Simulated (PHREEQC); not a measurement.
Solution (25 °C): 4.5 mol NaCl, 0.075 mol SrCl2 and 0.055 mol MgCl2 per kg of water. Closed to the air; pH follows from the charge balance.

Computed with PHREEQC (Pitzer model, pitzer.dat).

No solid was allowed to form.

Q: What activity of water, density does the model give?

A: activity of water 0.818; density 1.163 g/cm³.
